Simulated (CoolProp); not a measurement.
Vapour-liquid equilibrium of CF4 (R14) (1) + R13 (2) at 192.2 K; x and y are mole fractions of (1).

Model: multi-fluid Helmholtz-energy mixture model, Platzer 1990 and Platzer 1990; pair parameters Bell 2016, in CoolProp. This equation is an older, rougher fit; its heat capacities, sound speeds and derivatives of the liquid may be far off and weren't checked against measurements.

```
x     bubble pressure, mixture model (MPa)  bubble pressure, Raoult's law (MPa)  y, mixture model  y, Raoult's law
----  ------------------------------------  -----------------------------------  ----------------  ---------------
0.05                                0.1713                               0.1568             0.409            0.371
0.2                                 0.3538                               0.3155             0.740            0.737
0.35                                0.5128                               0.4742             0.840            0.858
0.5                                 0.6572                               0.6329             0.893            0.918
0.65                                0.7965                               0.7916             0.929            0.954
0.8                                 0.9407                               0.9503             0.960            0.978
0.95                                 1.102                                1.109             0.990            0.995
```

The largest gap from Raoult's law is +12.1 % in bubble pressure, at x = 0.2. No azeotrope shows between x = 0.05 and 0.95.

The pair parameters rest on a limited set of measurements; away from them the model extrapolates. The gap from Raoult's law changes sign with composition, which may be real or a fault of the pair parameters; it wasn't checked against measurements.
